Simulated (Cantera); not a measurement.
Charge: 1 mol Ta(OEt)₅, a varied amount of CO₂, at 2673 K and 0.133 bar.

Method: chemical equilibrium by Gibbs-energy minimisation in Cantera with the NASA 1993 tables (ideal gas, pure condensed phases). Candidate condensed phases: C, C₆H₆, C₇H₈, C₈H₁₈, H₂O, Ta, TaC, Ta₂O₅; 113 gas species. The feed counts by its element totals alone. TaC: taken at fixed stoichiometry. Condensed phases not in the tables: Ta₂C. The numbers say what is thermodynamically allowed, not how fast it happens.

At 0.14 mol CO₂, list the 4 most abundant gas species with their mole fractions, and the condensed phases.

H₂ 0.597, CO 0.281, H 0.109, C₂H₂ (acetylene) 0.0128. Condensed: C(graphite) + TaC(s).
